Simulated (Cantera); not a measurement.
Charge: 1 mol Fe, 0.034 mol HCl, 0.58 mol N2, a varied amount of H2O, at 1575 K and 2.40 bar.

These are equilibrium values from Cantera (NASA tables, ideal gas, pure condensed phases), not measurements of a reactor. Candidate condensed phases: Fe, FeCl2, FeCl3, FeO, Fe(OH)2, Fe(OH)3, Fe2O3, Fe3O4, H2O, NH4Cl; 37 gas species. Mutual solubility and eutectic melting of coexisting phases are not modelled. The tables' stoichiometric FeO is somewhat more stable than real wüstite, so its field is too wide. FeO: taken at fixed stoichiometry. Rates play no part.

Q: Which condensed phases are stable at each of these points (n(H2O) (mol)): 0.041, 0.081, 0.16, 0.31, 0.6, 1.2, 2.3?

A: 
| n(H2O) (mol) | condensed phases | Fe condensed (%) |
|---|---|---|
| 0.041 | Fe(γ) + FeO(s) | 99.2 |
| 0.081 | Fe(γ) + FeO(s) | 99.4 |
| 0.16 | Fe(γ) + FeO(s) | 99.5 |
| 0.31 | Fe(γ) + FeO(s) | 99.7 |
| 0.6 | Fe(γ) + FeO(s) | 99.8 |
| 1.2 | Fe(γ) + FeO(s) | 99.9 |
| 2.3 | FeO(s) | 100.0 |

From 0.041 mol H2O to 1.2 mol H2O the condensed part is Fe(γ) + FeO(s). At 2.3 mol H2O the condensed part is FeO(s).
